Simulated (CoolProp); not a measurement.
Vapour-liquid equilibrium of cyclohexane (1) + p-xylene (2) at 23.65 °C; x and y are mole fractions of (1).

Computed with CoolProp (multi-fluid Helmholtz-energy mixture model, Zhou 2014 and Zhou 2012; pair parameters Bell 2016).

**Question.** Give the bubble pressure and the first vapour's composition at x = 0.05, 0.5, 0.8. Is there an azeotrope?

**Answer.** x = 0.05: 0.01937 bar, y = 0.465; x = 0.5: 0.07510 bar, y = 0.919; x = 0.8: 0.1029 bar, y = 0.971. No azeotrope shows between x = 0.05 and 0.95.

The pair parameters rest on a limited set of measurements; away from them the model extrapolates.
